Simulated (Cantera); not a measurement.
Equilibrium for aluminium nitride and oxide growth: AlI3 + H2O + N2

A closed system holds: 1 mol AlI3, 15 mol H2O, a varied amount of N2, equilibrated at 1698.15 K and 15.0 Pa.

Equilibrium computed with Cantera from the NASA thermochemical tables; the gas is ideal and each condensed phase is pure. Candidate condensed phases: Al, AlI3, AlN, Al2O3, H2O, I2; 41 gas species. Equilibrium is a limit: real reactors are often held back by kinetics, nucleation or transport.

```
n(N2) (mol)   x N2   x H2O      x I     x H2       x H      x OH      x O2      x HI  n Al2O3(s)
-----------  -----  ------  -------  -------  --------  --------  --------  --------  ----------
36           0.666   0.248   0.0553   0.0277   0.00197  0.000907  0.000208  0.000169       0.500
46           0.718   0.209   0.0467   0.0234   0.00181  0.000832  0.000207  0.000131       0.500
60           0.768   0.172   0.0383   0.0193   0.00164  0.000751  0.000205   9.76e-5       0.500
77           0.809   0.141   0.0315   0.0159   0.00149  0.000679  0.000203   7.27e-5       0.500
100          0.846   0.113   0.0253   0.0128   0.00134  0.000607  0.000201   5.27e-5       0.500
130          0.877  0.0900   0.0202   0.0103   0.00120  0.000539  0.000197   3.77e-5       0.500
170          0.903  0.0707   0.0159  0.00819   0.00107  0.000475  0.000193   2.64e-5       0.500
220          0.923  0.0557   0.0126  0.00654  0.000956  0.000419  0.000188   1.87e-5       0.500
280          0.939  0.0444   0.0100  0.00528  0.000860  0.000371  0.000183   1.34e-5       0.500
360          0.952  0.0349  0.00792  0.00423  0.000769  0.000326  0.000176   9.45e-6       0.500
470          0.962  0.0269  0.00614  0.00334  0.000683  0.000283  0.000168   6.51e-6       0.500
600          0.970  0.0211  0.00485  0.00269  0.000614  0.000248  0.000159   4.61e-6       0.500
```
x: gas mole fraction; n: condensed amount in mol.

From 36 mol N2 to 600 mol N2 the condensed part is Al2O3(s). The main Al-bearing gas is AlO2H throughout.
